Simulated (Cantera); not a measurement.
A closed system holds: 1 mol Pb, 2.7 mol H2, held at 133 Pa.

Method: chemical equilibrium by Gibbs-energy minimisation in Cantera with the NASA 1993 tables (ideal gas, pure condensed phases). Candidate condensed phases: Pb; 4 gas species. Equilibrium is a limit: real reactors are often held back by kinetics, nucleation or transport.

Q: Which condensed phases are stable at each of these points (T (K)): 523, 598, 673, 748, 823, 898, 973, 1048, 1123, 1198, 1273, 1348, 1423?

A: 
| T (K) | condensed phases | Pb condensed (%) |
|---|---|---|
| 523 | Pb(s) | 100.0 |
| 598 | Pb(s) | 100.0 |
| 673 | Pb(l) | 100.0 |
| 748 | Pb(l) | 100.0 |
| 823 | Pb(l) | 100.0 |
| 898 | Pb(l) | 99.7 |
| 973 | Pb(l) | 98.2 |
| 1048 | Pb(l) | 90.6 |
| 1123 | Pb(l) | 57.1 |
| 1198 | gas only | 0.0 |
| 1273 | gas only | 0.0 |
| 1348 | gas only | 0.0 |
| 1423 | gas only | 0.0 |

From 523 K to 598 K the condensed part is Pb(s). From 673 K to 1123 K the condensed part is Pb(l). From 1198 K to 1423 K nothing is condensed.
